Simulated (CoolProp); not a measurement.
Vapour-liquid equilibrium of propane (1) + R113 (2) at 0.152 MPa; x and y are mole fractions of (1).

The numbers come from the multi-fluid Helmholtz-energy mixture model, Lemmon 2009 and Marx 1992; pair parameters Bell 2016 in CoolProp.

Q: Give the bubble temperature and the first vapour's composition at x = 0.2, 0.35, 0.5. Is there an azeotrope?

A: x = 0.2: 6.8 °C, y = 0.882; x = 0.35: -8.8 °C, y = 0.953; x = 0.5: -17.3 °C, y = 0.976. No azeotrope shows between x = 0.05 and 0.95.

The pair parameters rest on a limited set of measurements; away from them the model extrapolates.
